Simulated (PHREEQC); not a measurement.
Consider water at 45 °C with 0.003 mol HF per kg of water. Closed to the air; pH follows from the charge balance.

Equilibrium calculation in PHREEQC: ion-association model, wateq4f.dat.

Precipitation was switched off in this run.

Q: What pH, ionic strength does the model give?

A: pH 3.02; ionic strength 0.000994 mol/kgw.

Q: In which forms is F present?

A: HF 66 %, F- 33 %, HF2- 0.6 % of the F.

Away from 25 °C the constants follow the database's enthalpies or fits; those with neither stay at their 25 °C values.
